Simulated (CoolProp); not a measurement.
The numbers come from the reference Helmholtz-energy equation of state, Setzmann 1991 in CoolProp.

**Question.** Give the vapour pressure (kPa), vapour density (kg/m³), liquid cp (kJ/(kg K)), liquid viscosity (µPa s) of saturated methane at 148.7, 175.9, 181.3 K.

**Answer.** 
| T (K) | p (kPa) | vapour density (kg/m³) | liquid cp (kJ/(kg K)) | liquid viscosity (µPa s) |
|---|---|---|---|---|
| 148.7 | 980 | 15.4 | 4.01 | 58.7 |
| 175.9 | 2860 | 50.6 | 6.09 | 34.6 |
| 181.3 | 3430 | 65.5 | 7.89 | 29.9 |

Viscosity comes from a separate model (Quiñones-Cisneros 2006).
